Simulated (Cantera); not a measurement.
A Cantera script and what it prints.

```python
import numpy as np
import cantera as ct

gas_names = [...]  # 109 gases of nasa_gas.yaml made of C, Cl, H, Si
cond_names = """
    C(gr) C6H6(L) C7H8(L) C8H18(L),n-octa Si(cr) Si(L) SiC(b)
""".split()


# ... load() reads the species with a 1 bar reference pressure and builds the phases ...
atoms = {
    'SiHCl3': {'Si': 1, 'H': 1, 'CL': 3},
    'CH4': {'C': 1, 'H': 4},
    'H2': {'H': 2},
}
top_T = {'C(gr)': 4500, 'SiC(b)': 3050}  # K; cautious upper limits of use, not melting points


# ... equilibrate(T, P, feed) seeds the gas with the atoms and calls Mixture.equilibrate('TP', solver="vcs", rtol=1e-11, max_steps=5000) ...
results = []
feed = {'SiHCl3': 1, 'CH4': 0.88, 'H2': 22}  # mol
P = 5400  # Pa
for T in [1123, 1273, 1423, 1573, 1723, 1873, 2023, 2173, 2323]:
    mix = equilibrate(T, P, feed)
    results.append((T, P, feed, dict(zip(mix.species_names, mix.species_moles))))
    x = sorted(zip(gas.X, gas.species_names), reverse=True)
    print(f"T = {T:g} K  P = {P:g} Pa  gas = {mix.phase_moles(0):.4g} mol")
    print("   x: " + "  ".join(f"{s} {v:.3e}" for v, s in x if v > 1e-06))
    print("   condensed (mol): " + ("  ".join(f"{mix.phase(i).name} {mix.phase_moles(i):.4g}"
          for i in range(1, mix.n_phases) if mix.phase_moles(i) > 1e-12) or "none"))
```

Output:

```
T = 1123 K  P = 5400 Pa  gas = 25.63 mol
   x: H2 8.964e-01  HCL 9.845e-02  SiCL4 3.964e-03  SiHCL3 6.189e-04  CH4 2.377e-04  SiCL3 1.996e-04  SiCL2 1.248e-04  SiH2CL2 1.184e-05
   condensed (mol): SiC(b) 0.8739
T = 1273 K  P = 5400 Pa  gas = 25.7 mol
   x: H2 8.923e-01  HCL 1.030e-01  SiCL2 1.877e-03  SiCL4 1.570e-03  SiCL3 6.705e-04  SiHCL3 5.434e-04  SiH2CL2 2.603e-05  CH4 1.697e-05  H 2.899e-06
   condensed (mol): SiC(b) 0.8796
T = 1423 K  P = 5400 Pa  gas = 25.75 mol
   x: H2 8.890e-01  HCL 1.063e-01  SiCL2 3.916e-03  SiCL3 4.311e-04  SiCL4 1.878e-04  SiHCL3 1.220e-04  H 2.695e-05  SiH2CL2 1.208e-05  CH4 8.430e-06  CL 2.639e-06
   condensed (mol): SiC(b) 0.8798
T = 1573 K  P = 5400 Pa  gas = 25.76 mol
   x: H2 8.883e-01  HCL 1.069e-01  SiCL2 4.431e-03  SiCL3 1.860e-04  H 1.649e-04  SiHCL3 2.262e-05  SiCL4 2.053e-05  CL 1.577e-05  CH4 7.346e-06  SiH2CL2 4.110e-06  SiCL 1.101e-06
   condensed (mol): SiC(b) 0.8798
T = 1723 K  P = 5400 Pa  gas = 25.77 mol
   x: H2 8.876e-01  HCL 1.069e-01  SiCL2 4.561e-03  H 7.393e-04  SiCL3 8.654e-05  CL 6.899e-05  CH4 6.969e-06  SiCL 6.857e-06  SiHCL3 5.268e-06  SiCL4 3.082e-06  C2H2,acetylene 2.130e-06  Si 1.864e-06  SiH2CL2 1.585e-06  SiH2 1.543e-06
   condensed (mol): SiC(b) 0.8797
T = 1873 K  P = 5400 Pa  gas = 25.8 mol
   x: H2 8.857e-01  HCL 1.067e-01  SiCL2 4.586e-03  H 2.614e-03  CL 2.385e-04  SiCL3 4.484e-05  SiCL 3.128e-05  Si 2.079e-05  C2H2,acetylene 1.879e-05  CH4 6.733e-06  SiH2 5.532e-06  SiH 4.238e-06  SiHCL3 1.533e-06
   condensed (mol): SiC(b) 0.8788
T = 2023 K  P = 5400 Pa  gas = 25.87 mol
   x: H2 8.806e-01  HCL 1.060e-01  H 7.669e-03  SiCL2 4.543e-03  CL 6.855e-04  Si 1.609e-04  C2H2,acetylene 1.199e-04  SiCL 1.125e-04  SiCL3 2.529e-05  SiH 2.257e-05  SiH2 1.625e-05  CH4 6.534e-06  Si2C 4.856e-06  SiC2 1.129e-06  CH3 1.123e-06
   condensed (mol): SiC(b) 0.8734
T = 2173 K  P = 5400 Pa  gas = 26.07 mol
   x: H2 8.682e-01  HCL 1.043e-01  H 1.935e-02  SiCL2 4.381e-03  CL 1.696e-03  Si 9.244e-04  C2H2,acetylene 5.997e-04  SiCL 3.315e-04  SiH 9.342e-05  Si2C 4.938e-05  SiH2 4.019e-05  SiC2 2.506e-05  SiCL3 1.498e-05  CH4 6.351e-06  CH3 2.725e-06  Si2 2.476e-06
   condensed (mol): SiC(b) 0.8458
T = 2323 K  P = 5400 Pa  gas = 26.52 mol
   x: H2 8.402e-01  HCL 1.004e-01  H 4.296e-02  Si 4.160e-03  SiCL2 4.060e-03  CL 3.689e-03  C2H2,acetylene 2.452e-03  SiCL 8.225e-04  SiC2 3.745e-04  Si2C 3.629e-04  SiH 3.125e-04  SiH2 8.514e-05  Si2 1.648e-05  SiCL3 8.994e-06  CH4 6.061e-06  C2H 5.999e-06  CH3 5.794e-06  C4H2 2.934e-06  C2HCL 2.467e-06  C2H2,vinylidene 1.001e-06
   condensed (mol): SiC(b) 0.7192
```

Method: chemical equilibrium by Gibbs-energy minimisation in Cantera with the NASA 1993 tables (ideal gas, pure condensed phases). The tables' values for SiCl, SiCl3 are old estimates; treat these amounts as uncertain. Gases not in the tables: Si2H6 and higher silanes.
